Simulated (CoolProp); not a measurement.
Model: reference Helmholtz-energy equation of state, Gao 2022, in CoolProp.

Question: Give the vapour pressure (bar), liquid density (kg/m³), vapour density (kg/m³), enthalpy of vaporisation (kJ/kg) of saturated n-perfluorohexane at 205.7, 237.9, 250.8 K.

Answer: 
```json
[
 {"T (K)": "205.7", "p (bar)": "0.000428", "liquid density (kg/m³)": "1930", "vapour density (kg/m³)": "0.00846", "enthalpy of vaporisation (kJ/kg)": "116"},
 {"T (K)": "237.9", "p (bar)": "0.00865", "liquid density (kg/m³)": "1840", "vapour density (kg/m³)": "0.148", "enthalpy of vaporisation (kJ/kg)": "108"},
 {"T (K)": "250.8", "p (bar)": "0.0221", "liquid density (kg/m³)": "1810", "vapour density (kg/m³)": "0.359", "enthalpy of vaporisation (kJ/kg)": "105"}
]
```
